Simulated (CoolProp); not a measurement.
Vapour-liquid equilibrium of ethylbenzene (1) + m-xylene (2) at 489.4 K; x and y are mole fractions of (1).

Computed with CoolProp (multi-fluid Helmholtz-energy mixture model, Zhou 2012 and Zhou 2012; pair parameters Bell 2016).

### Question
Give the bubble pressure and the first vapour's composition at x = 0.275, 0.35, 0.725. Is there an azeotrope?

### Answer
x = 0.275: 565.1 kPa, y = 0.284; x = 0.35: 567.4 kPa, y = 0.360; x = 0.725: 577.6 kPa, y = 0.732. No azeotrope shows between x = 0.05 and 0.95.

Pair parameters are fitted to limited data, so mixtures are less certain than the pure fluids.
